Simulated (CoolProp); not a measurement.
A simple Rankine cycle with ethylbenzene: condensing at 332.15 K, boiler at 0.173 MPa, turbine inlet 432.4 K, turbine efficiency 0.9, pump efficiency 0.7, no recuperator. Each further row changes one setting.

The numbers come from the reference Helmholtz-energy equation of state, Zhou 2012 in CoolProp.

```json
[
 {"case": "as stated", "thermal efficiency (%)": "[?]", "net work (kJ/kg)": "[?]", "heat in (kJ/kg)": "525", "turbine exit temperature (K)": "373.3", "volume ratio over the turbine": "22.4"},
 {"case": "turbine inlet 452.4 K", "thermal efficiency (%)": "16.4", "net work (kJ/kg)": "92.4", "heat in (kJ/kg)": "562", "turbine exit temperature (K)": "393.6", "volume ratio over the turbine": "22.4"},
 {"case": "condensing temperature 324.15 K", "thermal efficiency (%)": "17.9", "net work (kJ/kg)": "96.8", "heat in (kJ/kg)": "[?]", "turbine exit temperature (K)": "367.0", "volume ratio over the turbine": "31.7"},
 {"case": "boiler pressure 0.121 MPa", "thermal efficiency (%)": "15.0", "net work (kJ/kg)": "79.1", "heat in (kJ/kg)": "528", "turbine exit temperature (K)": "[?]", "volume ratio over the turbine": "15.7"},
 {"case": "turbine efficiency 0.8", "thermal efficiency (%)": "14.8", "net work (kJ/kg)": "77.8", "heat in (kJ/kg)": "525", "turbine exit temperature (K)": "379.7", "volume ratio over the turbine": "22.8"}
]
```

Problem. Some entries are withheld; supply them.

Solution. 
- as stated, thermal efficiency (%): 16.7
- as stated, net work (kJ/kg): 87.5
- condensing temperature 324.15 K, heat in (kJ/kg): 540
- boiler pressure 0.121 MPa, turbine exit temperature (K): 380.6
